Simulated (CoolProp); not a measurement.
Saturation properties of nitrous oxide.

Computed with CoolProp (reference Helmholtz-energy equation of state, Lemmon 2006). It is a short technical equation, of lower accuracy than the large ones.

```tsv
T (K)	p (kPa)	vapour density (kg/m³)	enthalpy of vaporisation (kJ/kg)
201.8	255.4	7.055	354.2
209.1	359.5	9.728	345.0
216.4	493.3	13.12	335.4
223.7	661.5	17.36	325.2
231	869.3	22.60	314.3
238.3	1122	29.03	302.8
245.5	1420	36.74	290.6
252.8	1778	46.22	277.2
260.1	2198	57.75	262.6
267.4	2686	71.83	246.6
274.7	3248	89.18	228.7
282	3892	111.0	208.4
289.3	4626	139.2	184.6
296.5	5448	177.6	155.5
```

It boils at 184.7 K under 1 atm.
